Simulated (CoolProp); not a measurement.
Properties of R365MFC along the isobar 160 kPa (Tc = 186.9 °C, pc = 3266 kPa, ω = 0.377).

The numbers come from the reference Helmholtz-energy equation of state, Lemmon 2016 in CoolProp.

```tsv
T (°C)	phase	cp (kJ/(kg K))	cv (kJ/(kg K))	speed of sound (m/s)	Joule-Thomson coefficient (K/MPa)	isothermal compressibility (1/MPa)
111.75	gas	1.161	1.095	146.3	14.07	6.470
119.95	gas	1.173	1.107	148.2	12.88	6.453
128.25	gas	1.184	1.120	150.0	11.82	6.437
136.45	gas	1.195	1.132	151.7	10.92	6.424
144.65	gas	1.207	1.144	153.4	10.13	6.411
152.85	gas	1.218	1.156	155.1	9.445	6.401
161.05	gas	1.230	1.168	156.7	8.852	6.391
169.35	gas	1.242	1.180	158.4	8.331	6.382
177.55	gas	1.254	1.193	159.9	7.882	6.374
185.75	gas	1.266	1.205	161.5	7.489	6.367
193.95	gas	1.277	1.217	163.1	7.142	6.360
202.15	gas	1.289	1.229	164.6	6.832	6.354
210.45	gas	1.301	1.241	166.1	6.551	6.348
218.65	gas	1.313	1.253	167.6	6.299	6.342
226.85	gas	1.325	1.265	169.1	6.069	6.337
```
